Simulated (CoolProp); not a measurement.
The fluid at 293.15 K and 0.00872 MPa is compressed adiabatically to 0.0577 MPa with isentropic efficiency 0.75. The same conditions are run with several fluids, on thermodynamics alone (safety and materials aside).

Model: reference Helmholtz-energy equation of state of each fluid (n-perfluorohexane: Gao 2022; R114: Platzer 1990; R22: Kamei 1995; R113: Marx 1992; R236FA: Pan 2012), in CoolProp. The equations of Platzer and Polt are older, rougher fits.

**Question.** Rank n-perfluorohexane, R114, R22, R113, R236FA by work (kJ/kg), highest first.

**Answer.** R22 (81.3), R236FA (42.8), R114 (38.2), R113 (34.6), n-perfluorohexane (18.3)

| fluid | final temperature (K) | final density (kg/m³) |
|---|---|---|
| n-perfluorohexane | 316.4 | 7.72 |
| R114 | 347.2 | 3.45 |
| R22 | 408.3 | 1.47 |
| R113 | 345.8 | 3.83 |
| R236FA | 343.9 | 3.10 |
